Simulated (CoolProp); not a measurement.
Vapour-liquid equilibrium of R125 (1) + propane (2) at 285.5 K; x and y are mole fractions of (1).

Values from CoolProp's multi-fluid Helmholtz-energy mixture model, Lemmon 2005 and Lemmon 2009; pair parameters Bell 2016.

| x | bubble pressure, mixture model (MPa) | bubble pressure, Raoult's law (MPa) | y, mixture model | y, Raoult's law |
|---|---|---|---|---|
| 0.05 | 0.7974 | 0.6946 | 0.165 | 0.070 |
| 0.2 | 1.012 | 0.7386 | 0.393 | 0.263 |
| 0.35 | 1.111 | 0.7825 | 0.495 | 0.435 |
| 0.5 | 1.156 | 0.8264 | 0.567 | 0.589 |
| 0.65 | 1.168 | 0.8704 | 0.640 | 0.727 |
| 0.8 | 1.139 | 0.9143 | 0.739 | 0.851 |
| 0.95 | 1.035 | 0.9582 | 0.909 | 0.965 |

The largest gap from Raoult's law is +42.0 % in bubble pressure, at x = 0.35. y crosses x between x = 0.5 and 0.65: the model has an azeotrope there.

The pair parameters rest on a limited set of measurements; away from them the model extrapolates.
